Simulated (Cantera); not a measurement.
Cantera run, input and output.

```python
import numpy as np
import cantera as ct

gas = ct.Solution("h2o2.yaml")
gas.TPX = 573, 13332, {'H2': 1, 'O2': 0.278, 'N2': 1.04}
flame = ct.FreeFlame(gas, width=0.16)
flame.set_refine_criteria(ratio=3, slope=0.08, curve=0.16)
flame.transport_model = "unity-Lewis-number"
flame.solve(loglevel=0, auto=True)
z, T = flame.grid, flame.T
thick = (T[-1] - T[0]) / np.gradient(T, z).max()
show = ['H2', 'O2', 'H2O2', 'H2O', 'HO2', 'OH']
print(f"laminar burning velocity  {flame.velocity[0] * 100:.3f} cm/s")
print(f"burnt temperature         {T[-1]:.1f} K")
print(f"thermal thickness         {thick * 1e3:.4f} mm")
print(f"grid points               {len(z)}")
z0 = z[flame.heat_release_rate.argmax()]
print(f"{'z/mm':>9s}{'T/K':>9s}{'u/(m/s)':>9s}" + "".join(f"{s:>11s}" for s in show))
rows = []
for k in (-3, -2, -1.5, -1, -0.5, -0.25, 0, 0.25, 0.5, 1, 2, 4, 8):
    zz = z0 + k * thick
    rows.append([k * thick, np.interp(zz, z, T), np.interp(zz, z, flame.velocity),
                 *(np.interp(zz, z, flame.X[gas.species_index(s)]) for s in show)])
    print(f"{rows[-1][0] * 1e3:9.3f}{rows[-1][1]:9.1f}{rows[-1][2]:9.3f}" + "".join(f"{x:11.3e}" for x in rows[-1][3:]))
```

It prints:

```
laminar burning velocity  390.621 cm/s
burnt temperature         2287.4 K
thermal thickness         4.9648 mm
grid points               132
     z/mm      T/K  u/(m/s)         H2         O2       H2O2        H2O        HO2         OH
  -14.894    573.0    3.906  4.314e-01  1.199e-01  8.640e-14  1.062e-10  8.918e-12  7.786e-19
   -9.930    573.0    3.906  4.314e-01  1.199e-01  8.634e-12  1.455e-08  1.228e-09  3.531e-15
   -7.447    573.0    3.906  4.314e-01  1.199e-01  8.153e-11  1.379e-07  1.162e-08  1.247e-13
   -4.965    573.0    3.907  4.314e-01  1.199e-01  3.599e-09  6.147e-06  5.019e-07  7.027e-11
   -2.482    585.8    3.990  4.300e-01  1.191e-01  4.039e-07  1.678e-03  3.873e-05  6.382e-06
   -1.241    730.8    4.936  4.054e-01  1.077e-01  3.554e-07  2.634e-02  2.957e-05  1.551e-04
    0.000   1123.2    7.424  2.493e-01  4.478e-02  2.129e-07  1.520e-01  8.493e-06  1.871e-03
    1.241   1359.2    8.861  1.523e-01  6.430e-03  2.215e-07  2.298e-01  1.067e-06  4.019e-03
    2.482   1463.7    9.467  1.510e-01  2.981e-03  2.096e-07  2.380e-01  4.422e-07  5.039e-03
    4.965   1585.7   10.156  1.607e-01  2.374e-03  1.648e-07  2.410e-01  3.104e-07  6.109e-03
    9.930   1721.8   10.907  1.715e-01  1.844e-03  1.016e-07  2.446e-01  2.182e-07  6.958e-03
   19.859   1860.4   11.652  1.818e-01  1.280e-03  5.401e-08  2.492e-01  1.458e-07  7.247e-03
   39.718   1990.5   12.332  1.910e-01  7.843e-04  2.755e-08  2.542e-01  9.495e-08  6.804e-03
```

Cantera simulation using the H2/O2 subset of GRI-Mech 3.0, which has no nitrogen chemistry; the numbers are that mechanism's predictions, not measurements. Unity Lewis numbers drop preferential diffusion, which matters most where H2 and H carry the flame. Burning velocities carry a grid error of a few per cent, more on coarse grids.
